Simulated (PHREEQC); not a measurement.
A solution holds 0.041 mol/kgw H2SO4 and 0.000295 mol/kgw Li2SO4, at 20 °C. Closed to the air; pH follows from the charge balance.

Equilibrium calculation in PHREEQC: ion-association model, phreeqc.dat.

```yaml
pH: 1.34
ionic_strength: 0.0679 mol/kgw
specific_conductance: 16800 µS/cm
density: 1.001 g/cm³
total_alkalinity: -82.0 meq/kg
```

```csv
species,molality,activity,log γ
H+,0.0541,0.0455,-0.075
HSO4-,0.0279,0.0225,-0.094
SO4-2,0.0133,0.00566,-0.372
Li+,0.000576,0.000471,-0.087
LiSO4-,1.44e-5,1.16e-5,-0.092
```

No solid was allowed to form. Complexes and solids missing from the database can't appear.
